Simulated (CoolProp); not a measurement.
Vapour-liquid equilibrium of R114 (1) + R113 (2) at 356 kPa; x and y are mole fractions of (1).

Computed with CoolProp (multi-fluid Helmholtz-energy mixture model, Platzer 1990 and Marx 1992; pair parameters Bell 2016). This equation is an older, rougher fit; its heat capacities, sound speeds and derivatives of the liquid may be far off and weren't checked against measurements.

Q: Give the bubble temperature and the first vapour's composition at x = 0.35, 0.425, 0.65. Is there an azeotrope?

A: x = 0.35: 340.3 K, y = 0.638; x = 0.425: 336.4 K, y = 0.712; x = 0.65: 326.4 K, y = 0.866. No azeotrope shows between x = 0.05 and 0.95.

Pair parameters are fitted to limited data, so mixtures are less certain than the pure fluids.
